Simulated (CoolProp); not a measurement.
A single-stage vapour-compression cycle with ethane: evaporating at 197.15 K (dew point), condensing at 245.15 K (bubble point), superheat 5 K, subcooling 8 K, compressor efficiency 0.6, no pressure losses. Each further row changes one setting.

Model: reference Helmholtz-energy equation of state, Bücker 2006, in CoolProp.

```csv
case,cooling COP,pressure ratio,discharge temperature (K),refrigerating effect (kJ/kg),volumetric capacity (kJ/m³)
as stated,2.04,5.93,322.8,374,1340
evaporating temperature 202.15 K,2.38,4.72,313.0,379,1680
condensing temperature 240.15 K,2.34,5.10,312.2,388,1390
subcooling 13 K,2.11,5.93,322.8,388,1390
superheat 15 K,2.01,5.93,335.5,389,1320
compressor efficiency 0.5,1.70,5.93,341.2,374,1340
```
